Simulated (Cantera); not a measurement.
**Reactions in the system Ca-N-O-S**

Source: NASA polynomial tables (part measured, part estimated), evaluated in Cantera. Values are per mole of reaction as written; species without (g) are pure solids or liquids, kept so even where they would boil at 1 bar.

3 N2O(g) + CaS = SO3(g) + Ca(g) + 6 N(g)

| T (K) | ΔH° (kJ) | ΔS° (J/K) | ΔG° (kJ) | log10 K |
|---|---|---|---|---|
| 300 | 2846.6 | 615.0 | 2662.1 | -463.50 |
| 1073 | 2857.0 | 636.5 | 2174.0 | -105.83 |
| 1148 | 2856.9 | 636.5 | 2126.3 | -96.74 |
| 1223 | 2856.8 | 636.3 | 2078.5 | -88.77 |
| 1298 | 2856.5 | 636.1 | 2030.8 | -81.72 |
| 1373 | 2856.1 | 635.8 | 1983.1 | -75.44 |
| 1448 | 2855.6 | 635.5 | 1935.4 | -69.82 |
| 1523 | 2855.0 | 635.1 | 1887.8 | -64.74 |
| 1598 | 2854.3 | 634.7 | 1840.2 | -60.15 |
| 1673 | 2853.6 | 634.2 | 1792.6 | -55.97 |
| 1748 | 2852.8 | 633.7 | 1745.0 | -52.15 |
